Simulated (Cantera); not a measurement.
Input: 1 mol B2H6, 6.4 mol NH3, 120 mol H2, at 1598.15 K and 0.00133 bar.

Method: chemical equilibrium by Gibbs-energy minimisation in Cantera with the NASA 1993 tables (ideal gas, pure condensed phases). Candidate condensed phases: B, BN; 15 gas species. The feed counts by its element totals alone. Rates play no part.

Base state: H2 0.982, N2 0.0163, H 0.00145 (mole fractions); condensed: BN(s).

**Question.** What changes in the equilibrium state with this change: NH3 from 6.4 to 0.14 mol?

**Answer.** 
```csv
species,before,after
H2,0.982,0.998
H,0.00145,0.00146
N2,0.0163,4.77e-5
BH2,1.36e-6,2.56e-5
"BN(s), mol",2.00,0.128
"B(s), mol",0,1.87
```
Mutual solubility and eutectic melting of coexisting phases are not modelled. The tables' values for BH2 are old estimates; treat these amounts as uncertain.

**Question.** What changes in the equilibrium state with this change: temperature from 1598.15 K to 2023 K?

**Answer.** 
| species | before | after |
|---|---|---|
| H2 | 0.982 | 0.926 |
| H | 0.00145 | 0.0501 |
| N2 | 0.0163 | 0.0230 |
| BH2 | 1.36e-6 | 0.000494 |
| B | 1.22e-9 | 0.000146 |
| BH | <1e-9 | 1.08e-5 |
| BN(s), mol | 2.00 | 0 |
| B(s), mol | 0 | 1.91 |
The tables' values for BH2 are old estimates; treat these amounts as uncertain.
